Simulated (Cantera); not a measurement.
A closed system holds: 1 mol BCl3, 2 mol H2O, 6.1 mol H2, held at 825 K and 1.10 mbar.

These are equilibrium values from Cantera (NASA tables, ideal gas, pure condensed phases), not measurements of a reactor. Candidate condensed phases: B, B2O3, B3O3H3, H2O; 33 gas species. Kinetics and transport are ignored.

Base state: H2 0.635, HCl 0.313, H2O 0.0520, (HBO2)3 3.07e-5 (mole fractions); condensed: B2O3(l).

Q: What changes in the equilibrium state with this change: temperature from 825 K to 1550 K?

A: 
```csv
species,before,after
H2,0.635,0.601
HCl,0.313,0.295
HBO2,2.02e-6,0.0700
H2O,0.0520,0.0161
B2O3,<1e-9,0.0128
HBO,<1e-9,0.00193
BOCl,<1e-9,0.00121
H,<1e-9,0.000736
Cl,<1e-9,0.000289
"B2O3(l), mol",0.500,0
```
The tables' values for BOCl are old estimates; treat these amounts as uncertain.
